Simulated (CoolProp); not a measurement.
Vapour pressure (kPa) of CH3F (R41): the reference equation beside estimates from Tc = 317.3 K, pc = 5906 kPa, ω = 0.200. Clausius-Clapeyron is anchored at 187.2 K with a constant enthalpy of vaporisation of 16.95 kJ/mol.

The numbers come from the reference Helmholtz-energy equation of state, Lemmon 2006 in CoolProp. It is a short technical equation, of lower accuracy than the large ones.

```tsv
T (K)	reference	Lee-Kesler	Clausius-Clapeyron	Peng-Robinson
161	10.06	8.739	11.12	9.530
167.5	17.04	15.15	18.18	16.26
174.1	27.79	25.24	28.84	26.71
180.6	43.25	40.05	43.95	41.85
187.2	65.42	61.65	65.42	63.68
193.7	95.36	91.23	94.28	93.32
200.3	136.0	131.8	133.4	133.7
206.8	188.2	184.5	183.6	185.8
213.4	255.9	253.3	249.1	253.8
219.9	339.7	338.9	330.3	338.1
226.4	443.2	444.9	431.0	442.5
233	571.1	576.2	556.2	572.1
239.5	722.8	731.7	705.3	726.0
```

Absolute difference from the reference over all 13 rows, mean and median: Lee-Kesler 4.6 and 3.1 %, Clausius-Clapeyron 3.2 and 2.6 %, Peng-Robinson 2.1 and 1.7 %.
